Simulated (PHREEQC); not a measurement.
# Spent oxide etchant: speciation

A solution holds 0.0012 mol NH4HF2, 0.044 mol (NH4)2SiF6, 0.008 mol H3BO3 and 0.061 mol HCl per kg of water, at 20 °C. Closed to the air; pH follows from the charge balance.

Computed with PHREEQC (ion-association model, wateq4f.dat).

This is a speciation only: nothing precipitates in the calculation.

Question: Estimate the pH.

Answer: pH 1.34.

Question: In which forms is F present?

Answer: SiF6-2 91 %, BF4- 6.6 %, HF 1.9 % of the F.

Saturation is exceeded, for instance for SiO2(a), Quartz (slow to form); the values hold only as long as no solid forms. SiF6-2 is the database's only silicon fluoride. Real BF4- forms and hydrolyses slowly; the run takes it at equilibrium.
